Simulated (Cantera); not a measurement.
Mixture: CH₄ : O₂ : N₂ = 1 : 1.67 : 6.27 (molar parts), equivalence ratio 1.2, at 750 Torr, adiabatic and at constant pressure. Ignition delay is the time to a rise of 400 K.

Computed with Cantera and GRI-Mech 3.0 (53 species, 325 reactions).

Q: What does this change do: N2 6.27 to 9.7 parts?

A: 
```tsv
quantity	before	after
delay at 1323 K	9.64 ms	14.6 ms
delay at 1373 K	5.20 ms	7.83 ms
delay at 1423 K	2.90 ms	4.31 ms
delay at 1473 K	1.67 ms	2.45 ms
delay at 1523 K	1.00 ms	1.45 ms
delay at 1573 K	0.624 ms	0.885 ms
apparent activation energy between 1473 and 1573 K	190 kJ/mol	200 kJ/mol
```
